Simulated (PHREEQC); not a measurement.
Make-up at 25 °C: 0.052 mol/kgw H3PO4 and 0.026 mol/kgw NaF. Closed to the air; pH follows from the charge balance.

Equilibrium calculation in PHREEQC: ion-association model, phreeqc.dat.

Each row changes one thing in this solution. Precipitation was switched off in this run.

```json
[
 {"case": "as made", "pH": "2.22", "ionic strength (mol/kgw)": "0.0329", "H2PO4- (mol/kgw)": "0.0297", "H3PO4 (mol/kgw)": "0.0223", "HPO4-2 (mol/kgw)": "5.00e-7"},
 {"case": "NaF left out", "pH": "1.81", "ionic strength (mol/kgw)": "0.0173", "H2PO4- (mol/kgw)": "0.0173", "H3PO4 (mol/kgw)": "0.0347", "HPO4-2 (mol/kgw)": "1.02e-7"},
 {"case": "H3PO4 replaced by K2HPO4 at the same molality", "pH": "9.19", "ionic strength (mol/kgw)": "0.175", "H2PO4- (mol/kgw)": "?", "H3PO4 (mol/kgw)": "?", "HPO4-2 (mol/kgw)": "?"},
 {"case": "NaF replaced by NaHF2 at the same molality", "pH": "2.16", "ionic strength (mol/kgw)": "0.0340", "H2PO4- (mol/kgw)": "0.0279", "H3PO4 (mol/kgw)": "0.0241", "HPO4-2 (mol/kgw)": "4.10e-7"},
 {"case": "0.0086 mol/kgw Na2SiO3 added", "pH": "?", "ionic strength (mol/kgw)": "?", "H2PO4- (mol/kgw)": "0.0383", "H3PO4 (mol/kgw)": "0.0137", "HPO4-2 (mol/kgw)": "1.43e-6"}
]
```

Q: Fill in the missing entries.

A: 
- H3PO4 replaced by K2HPO4 at the same molality, H2PO4- (mol/kgw): 0.000205
- H3PO4 replaced by K2HPO4 at the same molality, H3PO4 (mol/kgw): 1.40e-11
- H3PO4 replaced by K2HPO4 at the same molality, HPO4-2 (mol/kgw): 0.0481
- 0.0086 mol/kgw Na2SiO3 added, pH: 2.53
- 0.0086 mol/kgw Na2SiO3 added, ionic strength (mol/kgw): 0.0507

Some of these states are supersaturated (in SiO2(a), Quartz (slow to form), for instance).
